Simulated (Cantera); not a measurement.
## Thermodynamics of silicon carbide growth, feed (CH3)2SiCl2 + C2H4 + H2

A closed system holds: 1 mol (CH3)2SiCl2, 0.12 mol C2H4, 1100 mol H2, held at 0.120 bar.

Method: chemical equilibrium by Gibbs-energy minimisation in Cantera with the NASA 1993 tables (ideal gas, pure condensed phases). Candidate condensed phases: C, C6H6, C7H8, C8H18, Si, SiC; 109 gas species. The feed counts by its element totals alone. Gases not in the tables: Si2H6 and higher silanes. The numbers say what is thermodynamically allowed, not how fast it happens.

From 700 °C to 850 °C the condensed part is SiC(s). From 1000 °C to 1600 °C the condensed part is C(graphite) + SiC(s). From 1750 °C to 1900 °C the condensed part is SiC(s). From 2050 °C to 2350 °C nothing is condensed. The main Si-bearing gas is SiHCl3 at 700 °C and Si at 2350 °C.

```
T (°C)   x H2       x H    x HCl     x CH4  x C2H2 (acetylene)  n SiC(s)  n C(graphite)
------  -----  --------  -------  --------  ------------------  --------  -------------
700     0.997   3.12e-9  0.00181   0.00112            2.89e-12     1.000              0
850     0.997   1.23e-7  0.00181   0.00112             2.26e-9     1.000              0
1000    0.997   2.06e-6  0.00181   0.00112             3.71e-7     1.000        0.00269
1150    0.998   1.92e-5  0.00181  0.000455             3.43e-6     1.000          0.730
1300    0.998  0.000117  0.00181  0.000219             2.06e-5     1.000          0.951
1450    0.997  0.000526  0.00181  0.000120             9.03e-5     0.999          0.906
1600    0.996   0.00186  0.00181   7.26e-5            0.000311     0.994          0.474
1750    0.992   0.00546  0.00180   3.77e-5            0.000565     0.937              0
1900    0.983    0.0138  0.00177   1.96e-5            0.000795     0.391              0
2050    0.965    0.0309  0.00174   1.04e-5            0.000958         0              0
2200    0.934    0.0622  0.00167   5.33e-6            0.000948         0              0
2350    0.882     0.114  0.00156   2.81e-6            0.000918         0              0
```
x: gas mole fraction; n: condensed amount in mol.
